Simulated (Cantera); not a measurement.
A closed system holds: 1 mol Ti(OiPr)₄, 0.27 mol C₃H₈, at 0.100 bar.

Equilibrium computed with Cantera from the NASA thermochemical tables; the gas is ideal and each condensed phase is pure. Candidate condensed phases: C, C₆H₆, C₇H₈, C₈H₁₈, H₂O, Ti, TiC, TiO, TiO₂, Ti₂O₃, Ti₃O₅, Ti₄O₇; 113 gas species. The feed counts by its element totals alone. Mutual solubility and eutectic melting of coexisting phases are not modelled. TiC: taken at fixed stoichiometry. Equilibrium is a limit: real reactors are often held back by kinetics, nucleation or transport.

At 1323 K, list the 5 most abundant gas species with their mole fractions, and the condensed phases.

H₂ 0.839, CO 0.161, CH₄ 0.000478, H₂O 9.88e-5, CO₂ 1.02e-5. Condensed: C(graphite) + TiC(s) + Ti₃O₅(s).
